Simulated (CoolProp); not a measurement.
R1336mzz(E) along the isobar 17.7 bar: fugacity coefficient from the reference equation and from simpler models built on Tc = 130.4 °C, pc = 27.79 bar, ω = 0.413; each cubic takes its own stable root.

Model: reference Helmholtz-energy equation of state, Akasaka 2023, in CoolProp.

```tsv
T (°C)	phase	reference	van der Waals	Peng-Robinson
-57.55	liquid	0.001554	0.07585	0.001737
-33.25	liquid	0.008182	0.1380	0.008573
-8.95	liquid	0.02918	0.2235	0.02967
15.35	liquid	0.07862	0.3313	0.07904
39.65	liquid	0.1719	0.4584	0.1725
63.95	liquid	0.3204	0.5998	0.3217
88.25	liquid	0.5258	0.7482	0.5273
112.55	gas	0.7378	0.7889	0.7321
136.85	gas	0.7923	0.8192	0.7837
```
